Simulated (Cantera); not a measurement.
# Tantalum, niobium, vanadium and zirconium in process gases: Ta(OEt)5 + O2

Input: 1 mol Ta(OEt)5, 0.36 mol O2, equilibrated at 0.00218 Torr.

Method: chemical equilibrium by Gibbs-energy minimisation in Cantera with the NASA 1993 tables (ideal gas, pure condensed phases). Candidate condensed phases: C, C6H6, C7H8, C8H18, H2O, Ta, TaC, Ta2O5; 113 gas species. The feed counts by its element totals alone. TaC: taken at fixed stoichiometry. Condensed phases not in the tables: Ta2C. Rates play no part.

From 1825 K to 2325 K the condensed part is C(graphite) + TaC(s).

| T (K) | log p H | log p H2 | log p CO | log p C3 | log p C | log p C2 | log p C2H2 (acetylene) | log p C2H | n C(graphite) | n TaC(s) |
|---|---|---|---|---|---|---|---|---|---|---|
| 1825 | -6.26 | -5.82 | -6.08 | -12.61 | -12.31 | -13.70 | -9.48 | -11.94 | 3.28 | 1.00 |
| 1875 | -6.12 | -5.87 | -6.10 | -11.99 | -11.76 | -13.07 | -9.37 | -11.54 | 3.27 | 1.00 |
| 1925 | -5.99 | -5.95 | -6.12 | -11.39 | -11.25 | -12.47 | -9.29 | -11.17 | 3.27 | 1.00 |
| 1975 | -5.89 | -6.05 | -6.15 | -10.83 | -10.75 | -11.90 | -9.23 | -10.84 | 3.27 | 1.00 |
| 2025 | -5.80 | -6.18 | -6.18 | -10.29 | -10.29 | -11.36 | -9.22 | -10.54 | 3.27 | 1.00 |
| 2075 | -5.74 | -6.34 | -6.20 | -9.78 | -9.84 | -10.85 | -9.24 | -10.27 | 3.26 | 1.00 |
| 2125 | -5.70 | -6.52 | -6.22 | -9.30 | -9.42 | -10.36 | -9.29 | -10.03 | 3.25 | 1.00 |
| 2175 | -5.67 | -6.72 | -6.24 | -8.84 | -9.01 | -9.90 | -9.37 | -9.81 | 3.21 | 1.00 |
| 2225 | -5.65 | -6.93 | -6.25 | -8.40 | -8.63 | -9.46 | -9.46 | -9.62 | 3.11 | 1.00 |
| 2275 | -5.65 | -7.15 | -6.26 | -7.98 | -8.26 | -9.03 | -9.57 | -9.44 | 2.86 | 1.00 |
| 2325 | -5.64 | -7.37 | -6.27 | -7.58 | -7.90 | -8.63 | -9.68 | -9.27 | 2.24 | 1.00 |
log p: log10 of the partial pressure in bar; n: condensed amount in mol.
